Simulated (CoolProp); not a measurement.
Vapour-liquid equilibrium of CH2F2 (R32) (1) + R1234yf (2) at 318 K; x and y are mole fractions of (1).

Model: multi-fluid Helmholtz-energy mixture model, Tillner-Roth 1997 and Lemmon 2022; pair parameters Bell 2023, in CoolProp.

```json
[
 {"x": "0.05", "bubble pressure (kPa)": "1255", "y at the bubble point": "0.107", "dew pressure at overall composition x (kPa)": "1197", "liquid density (mol/L)": "9.069"},
 {"x": "0.125", "bubble pressure (kPa)": "1412", "y at the bubble point": "0.241", "dew pressure at overall composition x (kPa)": "1275", "liquid density (mol/L)": "9.365"},
 {"x": "0.2", "bubble pressure (kPa)": "1566", "y at the bubble point": "0.351", "dew pressure at overall composition x (kPa)": "1361", "liquid density (mol/L)": "9.686"},
 {"x": "0.275", "bubble pressure (kPa)": "1715", "y at the bubble point": "0.443", "dew pressure at overall composition x (kPa)": "1457", "liquid density (mol/L)": "10.04"},
 {"x": "0.35", "bubble pressure (kPa)": "1857", "y at the bubble point": "0.520", "dew pressure at overall composition x (kPa)": "1564", "liquid density (mol/L)": "10.42"},
 {"x": "0.425", "bubble pressure (kPa)": "1992", "y at the bubble point": "0.587", "dew pressure at overall composition x (kPa)": "1685", "liquid density (mol/L)": "10.84"},
 {"x": "0.5", "bubble pressure (kPa)": "2119", "y at the bubble point": "0.647", "dew pressure at overall composition x (kPa)": "1819", "liquid density (mol/L)": "11.31"},
 {"x": "0.575", "bubble pressure (kPa)": "2239", "y at the bubble point": "0.702", "dew pressure at overall composition x (kPa)": "1967", "liquid density (mol/L)": "11.83"},
 {"x": "0.65", "bubble pressure (kPa)": "2352", "y at the bubble point": "0.754", "dew pressure at overall composition x (kPa)": "2125", "liquid density (mol/L)": "12.43"},
 {"x": "0.725", "bubble pressure (kPa)": "2459", "y at the bubble point": "0.804", "dew pressure at overall composition x (kPa)": "2290", "liquid density (mol/L)": "13.11"},
 {"x": "0.8", "bubble pressure (kPa)": "2559", "y at the bubble point": "0.855", "dew pressure at overall composition x (kPa)": "2450", "liquid density (mol/L)": "13.89"},
 {"x": "0.875", "bubble pressure (kPa)": "2651", "y at the bubble point": "0.907", "dew pressure at overall composition x (kPa)": "2596", "liquid density (mol/L)": "14.81"},
 {"x": "0.95", "bubble pressure (kPa)": "2735", "y at the bubble point": "0.961", "dew pressure at overall composition x (kPa)": "2719", "liquid density (mol/L)": "15.87"}
]
```

No azeotrope shows between x = 0.05 and 0.95.

The pair parameters rest on a limited set of measurements; away from them the model extrapolates.
